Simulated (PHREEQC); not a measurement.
Dissolve 0.028 mol NaF per kg of water at 20 °C. Closed to the air; pH follows from the charge balance.

All values are PHREEQC results (ion-association model, phreeqc.dat), not measurements.

- pH = 7.83
- ionic strength = 0.0277 mol/kgw
- specific conductance = 2310 µS/cm

```json
[
 {"species": "F-", "molality": "0.0277", "activity": "0.0235", "log γ": "-0.071"},
 {"species": "Na+", "molality": "0.0277", "activity": "0.0238", "log γ": "-0.067"},
 {"species": "NaF", "molality": "0.000319", "activity": "0.000322", "log γ": "0.003"},
 {"species": "OH-", "molality": "5.42e-7", "activity": "4.60e-7", "log γ": "-0.071"},
 {"species": "HF", "molality": "4.76e-7", "activity": "4.79e-7", "log γ": "0.003"},
 {"species": "HF2-", "molality": "4.85e-8", "activity": "4.15e-8", "log γ": "-0.068"},
 {"species": "H+", "molality": "1.69e-8", "activity": "1.49e-8", "log γ": "-0.056"}
]
```

This is a speciation only: nothing precipitates in the calculation.
